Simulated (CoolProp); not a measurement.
A single-stage vapour-compression cycle with n-heptane: evaporating at 318.15 K (dew point), condensing at 374.15 K (bubble point), superheat 2 K, subcooling 2 K, compressor efficiency 0.65, no pressure losses. Each further row changes one setting.

The numbers come from the reference Helmholtz-energy equation of state, Span 2003 in CoolProp. It is a short technical equation, of lower accuracy than the large ones.

| case | cooling COP | pressure ratio | discharge temperature (K) | refrigerating effect (kJ/kg) | volumetric capacity (kJ/m³) |
|---|---|---|---|---|---|
| as stated | 2.82 | 7.14 | 374.2 | 224 | 131 |
| evaporating temperature 323.15 K | 3.25 | 5.79 | 374.2 | 233 | 166 |
| condensing temperature 369.15 K | 3.22 | 6.16 | 369.2 | 237 | 139 |
| subcooling 7 K | 2.99 | 7.14 | 374.2 | 237 | 139 |
| superheat 12 K | 2.90 | 7.14 | 376.9 | 242 | 137 |
| compressor efficiency 0.55 | 2.39 | 7.14 | 374.2 | 224 | 131 |

The compression ends wet for: as stated; evaporating temperature 323.15 K; condensing temperature 369.15 K; subcooling 7 K; compressor efficiency 0.55.
